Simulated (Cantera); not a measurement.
A Cantera script and what it prints.

```python
import numpy as np
import cantera as ct

gas_names = """
    CL CL2 N N2 Si SiCL SiCL2 SiCL3 SiCL4 SiN Si2 Si2N Si3
""".split()
cond_names = """
    Si(cr) Si(L) Si3N4(a)
""".split()


# ... load() reads the species with a 1 bar reference pressure and builds the phases ...
atoms = {
    'SiCl4': {'Si': 1, 'CL': 4},
    'N2': {'N': 2},
}
top_T = {'Si3N4(a)': 2400}  # K; cautious upper limits of use, not melting points


# ... equilibrate(T, P, feed) seeds the gas with the atoms and calls Mixture.equilibrate('TP', solver="vcs", rtol=1e-11, max_steps=5000) ...
results = []
feed = {'SiCl4': 1, 'N2': 23}  # mol
P = 24  # Pa
for T in [848, 898, 948, 998, 1048, 1098, 1148, 1198, 1248, 1298, 1348, 1398, 1448]:
    mix = equilibrate(T, P, feed)
    results.append((T, P, feed, dict(zip(mix.species_names, mix.species_moles))))

top = {s: max(r[3][s] / sum(r[3][g] for g in gas_names) for r in results) for s in gas_names}
cols = sorted((s for s in top if top[s] > 0.001), key=lambda s: -top[s])[:7]
seen = [c for c in cond_names if any(r[3].get(c, 0) > 1e-12 for r in results)]
print("log10 of partial pressures in bar; condensed amounts in mol")
print(f"{'T/K':>10s}" + "".join(f"{s[:9]:>10s}" for s in cols + seen))
for T, P, feed, n in results:
    ng = sum(n[g] for g in gas_names)
    print(f"{T:10.4g}" + "".join(f"{np.log10(max(n[s] / ng * P / 1e5, 1e-99)):10.3f}" for s in cols)
          + "".join(f"{n.get(c, 0):10.4g}" for c in seen))
```

Output:

```
log10 of partial pressures in bar; condensed amounts in mol
       T/K        N2     SiCL4        CL     SiCL3     SiCL2
       848    -3.638    -5.000   -10.649   -10.622   -14.386
       898    -3.638    -5.000    -9.969    -9.952   -13.219
       948    -3.638    -5.000    -9.363    -9.351   -12.173
       998    -3.638    -5.000    -8.817    -8.811   -11.232
      1048    -3.638    -5.000    -8.323    -8.323   -10.383
      1098    -3.638    -5.001    -7.872    -7.882    -9.616
      1148    -3.638    -5.002    -7.457    -7.483    -8.922
      1198    -3.638    -5.004    -7.072    -7.124    -8.297
      1248    -3.639    -5.008    -6.713    -6.801    -7.736
      1298    -3.639    -5.017    -6.376    -6.514    -7.234
      1348    -3.640    -5.034    -6.060    -6.261    -6.787
      1398    -3.641    -5.065    -5.765    -6.042    -6.389
      1448    -3.644    -5.121    -5.495    -5.862    -6.038
```

These are equilibrium values from Cantera (NASA tables, ideal gas, pure condensed phases), not measurements of a reactor. The tables' values for SiCl3 are old estimates; treat these amounts as uncertain.
